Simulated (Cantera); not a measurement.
An isothermal plug-flow reactor at 948 K and 0.276 atm (inlet), inlet velocity 2.4 m/s, active area per volume 1500 1/m; feed CH₄ : O₂ : N₂ = 0.0029 : 0.03 : 0.79 (molar parts).

Detailed kinetics in Cantera: Deutschmann's 1995 Pt surface mechanism with GRI-Mech 3.0 gas chemistry. Catalytic surfaces can have several steady states; this one follows from the mechanism file's or the stated starting coverage. Mass transfer to the wall is taken as infinitely fast.

Predict: x(CH₄) at z = 0.0031 m; x(O₂) at z = 0.0031 m; x(H₂O) at z = 0.0031 m; x(CO₂) at z = 0.0031 m; x(CO) at z = 0.0031 m; θ(free Pt) at the exit; θ(O*) at the exit.


```json
{
  "x(CH₄) at z = 0.0031 m": "0.00275",
  "x(O₂) at z = 0.0031 m": "0.0349",
  "x(H₂O) at z = 0.0031 m": "0.00155",
  "x(CO₂) at z = 0.0031 m": "0.000772",
  "x(CO) at z = 0.0031 m": "1.43e-6",
  "θ(free Pt) at the exit": "0.262",
  "θ(O*) at the exit": "0.738"
}
```
